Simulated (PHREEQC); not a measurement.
PHREEQC input (Pitzer model, pitzer.dat):

```
SOLUTION 1
  temp 30
  units mol/kgw
  pH 7 charge
END
SELECTED_OUTPUT 1
  -reset false
  -pH true
  -pe true
  -ionic_strength true
  -water true
  -totals Na S
  -molalities H+ Na+ SO4-2 OH- HSO4-
  -equilibrium_phases Mirabilite Thenardite
PRINT
  -reset false
USE solution 1
REACTION_PRESSURE 1
  1 50 100 200 300 400 500 600 800 1000
EQUILIBRIUM_PHASES 1
  Mirabilite 0 30
  Thenardite 0 0
END
```

Selected output (columns that matter, 10 of 10 rows; P (atm) added in front):

```
P (atm)	pH	mu	Na	S	m_H+	m_Na+	m_SO4-2	m_OH-	Mirabilite
1	7.3628	8.3052	5.5368	2.7684	5.6764e-08	5.5368	2.7684	5.5111e-07	24.477
50	7.3551	8.2598	5.5066	2.7533	5.8188e-08	5.5066	2.7533	5.5227e-07	24.537
100	7.3476	8.2068	5.4712	2.7356	5.9694e-08	5.4712	2.7356	5.5397e-07	24.606
200	7.3337	8.0915	5.3943	2.6972	6.2774e-08	5.3943	2.6972	5.5864e-07	24.753
300	7.321	7.9691	5.3127	2.6564	6.5901e-08	5.3127	2.6564	5.6484e-07	24.906
400	7.3095	7.8432	5.2288	2.6144	6.9031e-08	5.2288	2.6144	5.7244e-07	25.058
500	7.2989	7.7185	5.1457	2.5728	7.212e-08	5.1457	2.5728	5.8133e-07	25.204
600	7.2892	7.5979	5.0653	2.5327	7.5129e-08	5.0653	2.5326	5.9141e-07	25.342
800	7.2723	7.3714	4.9142	2.4571	8.0804e-08	4.9142	2.4571	6.1467e-07	25.591
1000	7.2582	7.1812	4.7875	2.3937	8.5784e-08	4.7875	2.3937	6.4154e-07	25.791
```
